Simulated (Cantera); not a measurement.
# Ignition delay

Mixture: 7.40 % CH4, 1.04 % C2H6, 1.04 % C3H8, 15.8 % O2, 59.2 % N2, 15.5 % CO2, equivalence ratio 1.5, at 1.01 bar, adiabatic and at constant pressure. Ignition delay is the time to a rise of 400 K.

Cantera simulation using GRI-Mech 3.0 (53 species, 325 reactions); the numbers are that mechanism's predictions, not measurements.

```json
[
 {"T0 (K)": "1100", "delay (ms)": "23.8"},
 {"T0 (K)": "1200", "delay (ms)": "5.58"},
 {"T0 (K)": "1300", "delay (ms)": "1.46"},
 {"T0 (K)": "1400", "delay (ms)": "0.464"},
 {"T0 (K)": "1500", "delay (ms)": "0.181"},
 {"T0 (K)": "1600", "delay (ms)": "0.0854"},
 {"T0 (K)": "1700", "delay (ms)": "0.0468"},
 {"T0 (K)": "1800", "delay (ms)": "0.0288"},
 {"T0 (K)": "1900", "delay (ms)": "0.0193"},
 {"T0 (K)": "2000", "delay (ms)": "0.0139"}
]
```

```
Property                                                 Value
--------------------------------------------------  ----------
apparent activation energy between 1800 and 2000 K  110 kJ/mol
```
